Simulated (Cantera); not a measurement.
An adiabatic, constant-volume homogeneous reactor starts with 3.78 % CH₄, 1.59 % CO, 19.9 % O₂, 74.8 % N₂, at 1375 K and 18.0 bar.

Detailed kinetics in Cantera: GRI-Mech 3.0 (53 species, 325 reactions). The pressure lies above the range GRI-Mech 3.0 was tuned for (to about 10 atm).

Predict: time of steepest temperature rise; temperature at 0.500 s; equilibrium temperature; x(CO) at 0.500 s; x(O₂) at 0.500 s; x(NO₂) at 0.500 s.


```
Item                                                                  Result
---------------------------------  -----------------------------------------
time of steepest temperature rise                                   0.273 ms
temperature at 0.500 s                                                2458 K
equilibrium temperature                                               2458 K
x(CO) at 0.500 s                   0.000847 (gas-phase equilibrium 0.000847)
x(O₂) at 0.500 s                         0.108 (gas-phase equilibrium 0.108)
x(NO₂) at 0.500 s                    5.60e-5 (gas-phase equilibrium 5.60e-5)
```
